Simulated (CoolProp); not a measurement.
Ethanol along the isobar 0.119 MPa: Z from the reference equation and from simpler models built on Tc = 514.7 K, pc = 6.268 MPa, ω = 0.644; each cubic takes its own stable root.

Computed with CoolProp (reference Helmholtz-energy equation of state, Schroeder 2014).

```csv
T (K),phase,reference
288.1,liquid,0.002883
294.9,liquid,0.002838
301.7,liquid,0.002794
308.5,liquid,0.002754
315.3,liquid,0.002715
322.1,liquid,0.002679
328.9,liquid,0.002645
335.7,liquid,0.002613
342.6,liquid,0.002583
```

Q: How far does each simpler model (van der Waals, Redlich-Kwong, Soave-Redlich-Kwong) lie from the reference over these 9 states: mean and median of the absolute difference, and the worst?

A: 
- van der Waals: mean 36017.3 %, median 36076.8 %, worst +38045.6 % at 342.6 K and 0.119 MPa
- Redlich-Kwong: mean 24383.4 %, median 35793.2 %, worst +37828.8 % at 342.6 K and 0.119 MPa
- Soave-Redlich-Kwong: mean 17.6 %, median 17.5 %, worst +18.0 % at 342.6 K and 0.119 MPa

At some of these states van der Waals, Redlich-Kwong gives the other phase, because its saturation line lies elsewhere.
